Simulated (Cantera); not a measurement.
What does this Cantera script print?

```python
import numpy as np
import cantera as ct

gas = ct.Solution("SiF4_NH3_mec.yaml", "gas")
gas.TPX = 2000, 130000, {'NH3': 1, 'N2': 0.31}
reactor = ct.IdealGasConstPressureReactor(gas, energy="off", clone=False)
net = ct.ReactorNet([reactor])
net.rtol, net.atol = 1e-08, 1e-18
show = ['NH3', 'H2', 'N2', 'N', 'H']
times = np.geomspace(8e-05, 200, 10)

steps = ct.SolutionArray(gas, extra=["t"])
rows = []
print(f"{'t/s':>10s}{'T/K':>9s}{'P/Pa':>11s}" + "".join(f"{s:>11s}" for s in show))
for t in times:
    while net.time < t:
        t_next = net.step()
        steps.append(gas.state, t=t_next)
    rows.append([np.interp(t, steps.t, y) for y in (steps.T, steps.P, *steps(*show).X.T)])
    print(f"{t:10.3e}{rows[-1][0]:9.1f}{rows[-1][1]:11.4g}" + "".join(f"{x:11.3e}" for x in rows[-1][2:]))
rate = np.gradient(steps.T, steps.t)
print("integrator steps:", len(steps.t))
if steps.T.max() > steps.T[0] + 200:
    print(f"time of steepest temperature rise: {steps.t[rate.argmax()]:.4e} s")
gas.TPX = 2000, 130000, {'NH3': 1, 'N2': 0.31}
gas.equilibrate("TP")
print(f"equilibrium (TP): T = {gas.T:.1f} K  " + "  ".join(f"{s} {gas[s].X[0]:.3e}" for s in show))
```

It prints:

```
       t/s      T/K       P/Pa        NH3         H2         N2          N          H
 8.000e-05   2000.0    1.3e+05  7.608e-01  1.418e-03  2.366e-01  1.289e-08  1.671e-06
 4.111e-04   2000.0    1.3e+05  7.486e-01  1.171e-02  2.384e-01  6.667e-08  7.650e-06
 2.113e-03   2000.0    1.3e+05  6.902e-01  6.143e-02  2.472e-01  2.734e-07  3.364e-05
 1.086e-02   2000.0    1.3e+05  4.748e-01  2.448e-01  2.794e-01  5.728e-07  1.371e-04
 5.580e-02   2000.0    1.3e+05  1.187e-01  5.478e-01  3.327e-01  6.620e-07  4.590e-04
 2.867e-01   2000.0    1.3e+05  4.676e-03  6.445e-01  3.498e-01  2.182e-07  1.071e-03
 1.474e+00   2000.0    1.3e+05  4.294e-04  6.480e-01  3.504e-01  2.481e-08  1.154e-03
 7.573e+00   2000.0    1.3e+05  7.433e-05  6.483e-01  3.504e-01  4.309e-09  1.156e-03
 3.892e+01   2000.0    1.3e+05  1.559e-05  6.484e-01  3.504e-01  9.039e-10  1.156e-03
 2.000e+02   2000.0    1.3e+05  8.089e-06  6.484e-01  3.504e-01  4.690e-10  1.156e-03
integrator steps: 1789
equilibrium (TP): T = 2000.0 K  NH3 8.045e-06  H2 6.484e-01  N2 3.504e-01  N 4.664e-10  H 1.156e-03
```

Cantera simulation using the gas-phase N/H chemistry of the illustrative SiF4/NH3 mechanism in the Surface Chemkin manual (1991); the numbers are that mechanism's predictions, not measurements. Walls and surfaces, which speed up NH3 decomposition in real reactors, are not modelled.
